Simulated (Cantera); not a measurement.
What does this Cantera script print?

```python
import numpy as np
import cantera as ct

gas_names = """
    C CH CH2 CH3 CH2OH CH3O CH4 CH3OH CO CO2 COOH C2 C2H CHCO,ketyl C2H2,acetylene C2H2,vinylidene
    CH2CO,ketene C2H3,vinyl CH3CO,acetyl C2H4 C2H4O,ethylen CH3CHO,ethanal CH3COOH (HCOOH)2 C2H5 C2H6
    CH3OCH3 C2H5OH C2O C3 C3H3,propargyl C3H4,allene C3H4,propyne C3H4,cyclo- C3H5,allyl C3H6,propylene
    C3H6,cyclo- C3H6O C3H7,n-propyl C3H7,i-propyl C3H8 C3H8O,1propanol C3H8O,2propanol C3O2 C4 C4H2
    C4H4,1,3-cyclo- C4H6,butadiene C4H6,2-butyne C4H6,cyclo- C4H8,1-butene C4H8,cis2-buten
    C4H8,tr2-butene C4H8,isobutene C4H8,cyclo- (CH3COOH)2 C4H9,n-butyl C4H9,i-butyl C4H9,s-butyl
    C4H9,t-butyl C4H10,isobutane C4H10,n-butane C5 C5H6,1,3cyclo- C5H8,cyclo- C5H10,1-pentene
    C5H10,cyclo- C5H11,pentyl C5H11,t-pentyl C5H12,n-pentane C5H12,i-pentane CH3C(CH3)2CH3 C6H2
    C6H5,phenyl C6H5O,phenoxy C6H6 C6H5OH,phenol C6H10,cyclo- C6H12,1-hexene C6H12,cyclo- C6H13,n-hexyl
    C7H7,benzyl C7H8 C7H8O,cresol C7H14,1-heptene C7H15,n-heptyl C7H16,n-heptane C8H8,styrene
    C8H10,ethylbenz C8H16,1-octene C8H17,n-octyl C8H18,isooctane C8H18,n-octane C9H19,n-nonyl
    C10H8,naphthale C10H21,n-decyl C12H9,o-bipheny C12H10,bipheny H HCO HO2 H2 HCHO,formaldehy HCOOH H2O
    H2O2 O OH O2 O3 Si SiC SiC2 SiC4H12 SiH SiH2 SiH3 SiH4 SiO SiO2 Si2 Si2C Si3
""".split()
cond_names = """
    C(gr) C6H6(L) C7H8(L) C8H18(L),n-octa H2O(s) H2O(L) Si(cr) Si(L) SiC(b) SiO2(Lqz) SiO2(hqz) SiO2(L)
""".split()


def load(file, names, dense=False):
    # The tables refer to 1 bar. Condensed volumes are neglected.
    table = {s.name: s for s in ct.Species.list_from_file(file)}
    out = []
    for n in names:
        d = dict(table[n].input_data)
        d["thermo"] = dict(d["thermo"], **{"reference-pressure": 1e5})
        if dense:
            d["equation-of-state"] = {"model": "constant-volume", "density": "1e6 g/cm^3"}
        out.append(ct.Species.from_dict(d))
    return out


gas = ct.Solution(thermo="ideal-gas", species=load("nasa_gas.yaml", gas_names))
cond = {s.name: ct.Solution(thermo="fixed-stoichiometry", species=[s], name=s.name)
        for s in load("nasa_condensed.yaml", cond_names, dense=True)}
atoms = {
    'Si': {'Si': 1},
    'CO2': {'C': 1, 'O': 2},
    'H2': {'H': 2},
    'H2O': {'H': 2, 'O': 1},
}
top_T = {'C(gr)': 4500, 'SiC(b)': 3050}  # K; cautious upper limits of use, not melting points


def equilibrate(T, P, feed):
    n = {}
    for name, mol in feed.items():
        for a, k in atoms[name].items():
            n[a] = n.get(a, 0.0) + k * mol
    gas.TPX = T, P, n
    mass = sum(n.values()) * gas.mean_molecular_weight
    gas.equilibrate("TP")
    valid = [c for c in cond.values() if c.min_temp <= T <= top_T.get(c.name, c.max_temp)]
    mix = ct.Mixture([(gas, mass / gas.mean_molecular_weight)] + [(c, 0.0) for c in valid])
    mix.T, mix.P = T, P
    mix.equilibrate("TP", solver="vcs", rtol=1e-11, max_steps=5000)
    return mix


results = []
feed = {'Si': 1, 'CO2': 0.023, 'H2': 860, 'H2O': 0.068}  # mol
T = 973.15  # K
P = 10000  # Pa
mix = equilibrate(T, P, feed)
results.append((T, P, feed, dict(zip(mix.species_names, mix.species_moles))))
print(gas.report(threshold=0.0001))
for i in range(1, mix.n_phases):
    print(f"{mix.phase(i).name:16s} {mix.phase_moles(i):12.5e} mol")
```

Output:

```
       temperature   973.15 K
          pressure   10000 Pa
           density   0.0024917 kg/m^3
  mean mol. weight   2.0161 kg/kmol
   phase of matter   gas

                          1 kg             1 kmol
                     ---------------   ---------------
          enthalpy        9.8591e+06        1.9877e+07  J
   internal energy        5.8457e+06        1.1785e+07  J
           entropy             91545        1.8456e+05  J/K
    Gibbs function       -7.9228e+07       -1.5973e+08  J
 heat capacity c_p             14954             30147  J/K
 heat capacity c_v             10829             21833  J/K

                      mass frac. Y      mole frac. X     chem. pot. / RT
                     ---------------   ---------------   ---------------
                H2           0.99997                 1           -19.741
     [ +122 minor]        3.1876e-05        3.9677e-06

C(gr)             0.00000e+00 mol
Si(cr)            9.23342e-01 mol
SiC(b)            1.96251e-02 mol
SiO2(hqz)         5.69991e-02 mol
```

Cantera equilibrium calculation (NASA polynomials, part measured and part estimated; ideal gas, pure solids and liquids).
